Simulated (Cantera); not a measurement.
What does this Cantera script print?

```python
import numpy as np
import cantera as ct

gas_names = """
    Fe FeO Fe(OH)2 H HO2 H2 H2O H2O2 O OH O2 O3
""".split()
cond_names = """
    Fe(a) Fe(c) Fe(d) Fe(L) FeO(s) FeO(L) Fe(OH)2(s) Fe(OH)3(s) Fe2O3(s) Fe3O4(s) H2O(s) H2O(L)
""".split()


# ... load() reads the species with a 1 bar reference pressure and builds the phases ...
atoms = {
    'Fe3O4': {'Fe': 3, 'O': 4},
    'H2': {'H': 2},
    'H2O': {'H': 2, 'O': 1},
}
top_T = {'Fe2O3(s)': 1830, 'Fe3O4(s)': 1870}  # K; cautious upper limits of use, not melting points


# ... equilibrate(T, P, feed) seeds the gas with the atoms and calls Mixture.equilibrate('TP', solver="vcs", rtol=1e-11, max_steps=5000) ...
results = []
feed = {'Fe3O4': 1, 'H2': 0.95, 'H2O': 0.12}  # mol
T = 1875  # K
P = 190  # Pa
mix = equilibrate(T, P, feed)
results.append((T, P, feed, dict(zip(mix.species_names, mix.species_moles))))
x = sorted(zip(gas.X, gas.species_names), reverse=True)
print(f"T = {T:g} K  P = {P:g} Pa  gas = {mix.phase_moles(0):.4g} mol")
print("   x: " + "  ".join(f"{s} {v:.3e}" for v, s in x if v > 0.001))
print("   condensed (mol): " + ("  ".join(f"{mix.phase(i).name} {mix.phase_moles(i):.4g}"
      for i in range(1, mix.n_phases) if mix.phase_moles(i) > 1e-12) or "none"))
```

Result:

```
T = 1875 K  P = 190 Pa  gas = 1.108 mol
   x: H2O 9.460e-01  O2 2.726e-02  H2 1.385e-02  OH 9.424e-03  H 1.770e-03
   condensed (mol): FeO(L) 2.999
```

Method: chemical equilibrium by Gibbs-energy minimisation in Cantera with the NASA 1993 tables (ideal gas, pure condensed phases). The tables' stoichiometric FeO is somewhat more stable than real wüstite, so its field is too wide. FeO: taken at fixed stoichiometry.
